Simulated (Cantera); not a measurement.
A Cantera script and what it prints.

```python
import numpy as np
import cantera as ct

gas_names = """
    Cr CrO CrO2 CrO3 H HO2 H2 H2O H2O2 O OH O2 O3
""".split()
cond_names = """
    Cr(cr) Cr(L) Cr2O3(s) Cr2O3(L) H2O(s) H2O(L)
""".split()


# ... load() reads the species with a 1 bar reference pressure and builds the phases ...
atoms = {
    'Cr2O3': {'Cr': 2, 'O': 3},
    'H2': {'H': 2},
    'H2O': {'H': 2, 'O': 1},
}
top_T = {}  # K; cautious upper limits of use, not melting points


# ... equilibrate(T, P, feed) seeds the gas with the atoms and calls Mixture.equilibrate('TP', solver="vcs", rtol=1e-11, max_steps=5000) ...
results = []
feed = {'Cr2O3': 1, 'H2': 48, 'H2O': 0.056}  # mol
P = 690  # Pa
for T in [925, 1075, 1225, 1375, 1525, 1675, 1825, 1975, 2125]:
    mix = equilibrate(T, P, feed)
    results.append((T, P, feed, dict(zip(mix.species_names, mix.species_moles))))

top = {s: max(r[3][s] / sum(r[3][g] for g in gas_names) for r in results) for s in gas_names}
cols = sorted((s for s in top if top[s] > 1e-06), key=lambda s: -top[s])[:7]
seen = [c for c in cond_names if any(r[3].get(c, 0) > 1e-12 for r in results)]
print("log10 of partial pressures in bar; condensed amounts in mol")
print(f"{'T/K':>10s}" + "".join(f"{s[:9]:>10s}" for s in cols + seen))
for T, P, feed, n in results:
    ng = sum(n[g] for g in gas_names)
    print(f"{T:10.4g}" + "".join(f"{np.log10(max(n[s] / ng * P / 1e5, 1e-99)):10.3f}" for s in cols)
          + "".join(f"{n.get(c, 0):10.4g}" for c in seen))
```

It prints:

```
log10 of partial pressures in bar; condensed amounts in mol
       T/K        H2       H2O         H        Cr       CrO        OH      CrO2    Cr(cr)  Cr2O3(s)
       925    -2.162    -5.095   -10.665   -18.730   -22.985   -16.526   -25.948         0         1
      1075    -2.162    -5.095    -8.914   -14.139   -18.102   -14.269   -21.187         0         1
      1225    -2.162    -5.095    -7.587   -10.696   -14.433   -12.561   -17.604         0         1
      1375    -2.162    -5.094    -6.546    -8.022   -11.580   -11.223   -14.814         0         1
      1525    -2.162    -4.998    -5.707    -6.030    -9.348   -10.051   -12.533  0.002849    0.9953
      1675    -2.164    -4.581    -5.017    -4.915    -7.696    -8.749   -10.499         0    0.9575
      1825    -2.173    -4.053    -4.442    -4.271    -6.416    -7.478    -8.713         0    0.8099
      1975    -2.196    -3.588    -3.962    -3.781    -5.355    -6.375    -7.187         0    0.3873
      2125    -2.225    -3.402    -3.553    -3.591    -4.880    -5.635    -6.517         0         0
```

Equilibrium computed with Cantera from the NASA thermochemical tables; the gas is ideal and each condensed phase is pure. Mutual solubility and eutectic melting of coexisting phases are not modelled.
